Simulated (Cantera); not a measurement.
**Gas activation for diamond growth**

An isothermal, constant-pressure homogeneous reactor starts with 0.606 % CH₄, 99.4 % H₂, at 2373 K and 2670 Pa.

Computed with Cantera and GRI-Mech 3.0 (53 species, 325 reactions). GRI-Mech 3.0 stops at C3 and has no aromatics, soot or wall deposition, so with more carbon than oxygen in the feed, carbon stays in small species such as C2H2 where larger ones or solid carbon would form. Radical loss at walls, strong at low pressure, is not modelled.

```csv
t (s),x CH₄,x H₂,x C₂H,x C₂H₄,x C₂H₂,x CH₂
0.000400,0.00576,0.991,1.36e-10,7.61e-7,1.00e-6,1.12e-6
0.00111,0.00529,0.987,9.75e-9,3.97e-6,2.66e-5,6.82e-6
0.00308,0.00388,0.978,3.95e-7,8.96e-6,0.000446,2.73e-5
0.00854,0.00121,0.969,3.10e-6,2.46e-6,0.00204,2.61e-5
0.0237,0.000205,0.960,5.66e-6,3.26e-7,0.00277,8.30e-6
0.0658,3.47e-5,0.950,7.70e-6,1.72e-7,0.00290,2.40e-6
0.182,6.70e-6,0.934,1.06e-5,1.16e-7,0.00290,8.72e-7
0.506,3.23e-6,0.918,1.33e-5,8.61e-8,0.00288,6.83e-7
1.40,2.94e-6,0.915,1.39e-5,8.15e-8,0.00287,6.79e-7
3.90,2.93e-6,0.915,1.39e-5,8.14e-8,0.00287,6.78e-7
10.8,2.93e-6,0.915,1.39e-5,8.14e-8,0.00287,6.78e-7
30.0,2.93e-6,0.915,1.39e-5,8.14e-8,0.00287,6.78e-7
```
x: mole fraction; the columns are a selection and need not sum to one.

Equilibrium at this temperature and pressure: CH₄ 2.96e-6, H₂ 0.915, C₂H 1.39e-5, C₂H₄ 8.14e-8, C₂H₂ 0.00287, CH₂ 6.85e-7 (gas phase only).
